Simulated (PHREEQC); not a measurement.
A solution holds 0.061 mol/kgw CdCl2, 0.014 mol/kgw NaOH and 0.051 mol/kgw HCl, at 20 °C. Closed to the air; pH follows from the charge balance.

The numbers come from PHREEQC with the ion-association model, wateq4f.dat.

Each row changes one thing in this solution. Precipitation was switched off in this run.

```
case                                            pH  ionic strength (mol/kgw)  Cl- (mol/kgw)  SI of Halite (NaCl)
--------------------------------------------  ----  ------------------------  -------------  -------------------
as made                                       1.52                     0.123          0.112                -4.61
diluted 10-fold with water                    2.48                    0.0177         0.0144                -6.38
CdCl2 replaced by NiCl2 at the same molality  1.53                     0.216          0.163                -4.49
CdCl2 replaced by ZnCl2 at the same molality  1.53                     0.220          0.166                -4.49
CdCl2 left out                                1.50                    0.0510         0.0510                -4.89
HCl replaced by CaCl2 at the same molality    9.24                     0.217          0.159                -4.50
CdCl2 replaced by MgCl2 at the same molality  1.53                     0.234          0.173                -4.47
```

Some of these states are supersaturated (in CdOHCl, Cd(OH)2, for instance).
